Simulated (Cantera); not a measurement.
Feed: 1 mol SiH4, 170 mol H2, equilibrated at 975 K and 0.100 bar.

Equilibrium computed with Cantera from the NASA thermochemical tables; the gas is ideal and each condensed phase is pure. Candidate condensed phases: Si; 9 gas species. The numbers say what is thermodynamically allowed, not how fast it happens.

Task: What is the equilibrium state?

Result: 
| Property | Value |
|---|---|
| x(H2) | 1.00 |
| n(Si(s)) | 1.000 mol |
| gas amount | 172.0 mol |
